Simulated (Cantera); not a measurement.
A Cantera script and its output.

```python
import numpy as np
import cantera as ct

gas = ct.Solution("gri30.yaml")
gas.TPX = 1925, 10000, {'NO': 1, 'N2': 0.94}
inlet = ct.Reservoir(gas, clone=True)

reactor = ct.IdealGasConstPressureReactor(gas, energy="off", clone=False)
exhaust = ct.Reservoir(gas, clone=True)
tau = [9.9, 2.7, 0.72, 0.19, 0.053, 0.014, 0.0038, 0.001, 0.00028][0]
for a, b in ((inlet, reactor), (reactor, exhaust)):
    ct.MassFlowController(a, b, mdot=lambda t: reactor.mass / tau)
net = ct.ReactorNet([reactor])
show = ['NO', 'O2', 'N2O', 'NO2', 'O', 'N2']

rows = []
print(f"{'tau/s':>10s}{'T/K':>9s}" + "".join(f"{s:>11s}" for s in show))
for tau in [9.9, 2.7, 0.72, 0.19, 0.053, 0.014, 0.0038, 0.001, 0.00028]:
    net.initial_time = 0.0
    net.advance(30 * tau)
    before = gas.X
    net.advance(40 * tau)
    drift = np.max(np.abs(gas.X - before) / (gas.X + 1e-9))
    rows.append([gas.T, *gas[show].X, drift])
    print(f"{tau:10.3e}{gas.T:9.1f}" + "".join(f"{x:11.3e}" for x in gas[show].X))
```

Result:

```
     tau/s      T/K         NO         O2        N2O        NO2          O         N2
 9.900e+00   1925.0  2.414e-01  1.366e-01  2.040e-05  1.204e-04  4.437e-04  6.214e-01
 2.700e+00   1925.0  3.962e-01  5.929e-02  5.866e-05  1.313e-04  3.088e-04  5.440e-01
 7.200e-01   1925.0  4.805e-01  1.724e-02  9.121e-05  9.304e-05  1.962e-04  5.019e-01
 1.900e-01   1925.0  5.064e-01  4.355e-03  1.021e-04  6.487e-05  1.415e-04  4.889e-01
 5.300e-02   1925.0  5.130e-01  1.093e-03  9.801e-05  5.241e-05  1.180e-04  4.857e-01
 1.400e-02   1925.0  5.148e-01  2.048e-04  7.693e-05  4.056e-05  9.258e-05  4.848e-01
 3.800e-03   1925.0  5.153e-01  2.027e-05  4.222e-05  2.021e-05  4.971e-05  4.846e-01
 1.000e-03   1925.0  5.154e-01  9.942e-07  1.526e-05  4.081e-06  1.535e-05  4.845e-01
 2.800e-04   1925.0  5.155e-01  7.067e-08  4.713e-06  5.170e-07  4.581e-06  4.845e-01
```

Model: GRI-Mech 3.0 (53 species, 325 reactions), integrated in Cantera.
